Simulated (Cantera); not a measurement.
Carbothermic reduction: MgO + C + CO

A closed system holds: 1 mol MgO, 1.1 mol C, 0.014 mol CO, at 0.590 bar.

Method: chemical equilibrium by Gibbs-energy minimisation in Cantera with the NASA 1993 tables (ideal gas, pure condensed phases). Candidate condensed phases: C, Mg, MgCO3, MgO; 15 gas species. Kinetics and transport are ignored.

From 552 °C to 1652 °C the condensed part is C(graphite) + MgO(s).

| T (°C) | x CO | x CO2 | x Mg | x Mg2 | x MgO | n C(graphite) | n MgO(s) |
|---|---|---|---|---|---|---|---|
| 552 | 0.176 | 0.824 | <1e-12 | <1e-12 | <1e-12 | 1.11 | 1.00 |
| 652 | 0.520 | 0.480 | <1e-12 | <1e-12 | <1e-12 | 1.10 | 1.00 |
| 752 | 0.852 | 0.148 | <1e-12 | <1e-12 | <1e-12 | 1.10 | 1.00 |
| 852 | 0.968 | 0.0323 | <1e-12 | <1e-12 | <1e-12 | 1.10 | 1.00 |
| 952 | 0.992 | 0.00778 | 2.31e-11 | <1e-12 | <1e-12 | 1.10 | 1.00 |
| 1052 | 0.998 | 0.00227 | 2.34e-9 | <1e-12 | <1e-12 | 1.10 | 1.00 |
| 1152 | 0.999 | 0.000787 | 1.23e-7 | <1e-12 | <1e-12 | 1.10 | 1.00 |
| 1252 | 1.000 | 0.000315 | 3.79e-6 | <1e-12 | <1e-12 | 1.10 | 1.00 |
| 1352 | 1.000 | 0.000142 | 7.59e-5 | <1e-12 | 3.91e-12 | 1.10 | 1.000 |
| 1452 | 0.999 | 7.03e-5 | 0.00106 | 1.23e-10 | 6.54e-11 | 1.10 | 1.000 |
| 1552 | 0.989 | 3.71e-5 | 0.0112 | 1.18e-8 | 8.02e-10 | 1.10 | 1.000 |
| 1652 | 0.901 | 1.78e-5 | 0.0994 | 8.16e-7 | 7.55e-9 | 1.10 | 0.998 |
x: gas mole fraction; n: condensed amount in mol.
